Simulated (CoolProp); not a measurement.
The numbers come from the reference Helmholtz-energy equation of state, Younglove 1994 in CoolProp. It is a modified Benedict-Webb-Rubin equation, recast in Helmholtz form.

Problem. For R123, give the phase and the cp (kJ/(kg K)), cv (kJ/(kg K)), Joule-Thomson coefficient (K/MPa), viscosity (µPa s) at 475 K and 3.66 MPa; 475 K and 14.6 MPa; 475 K and 36.6 MPa.

Solution. 
- 475 K and 3.66 MPa: gas; cp 1.40, cv 0.874, Joule-Thomson coefficient 14.4, viscosity 22.2
- 475 K and 14.6 MPa: supercritical; cp 1.20, cv 0.845, Joule-Thomson coefficient 0.390, viscosity 116
- 475 K and 36.6 MPa: supercritical; cp 1.09, cv 0.840, Joule-Thomson coefficient -0.187, viscosity 177

Viscosity comes from a separate model (Tanaka 1996).
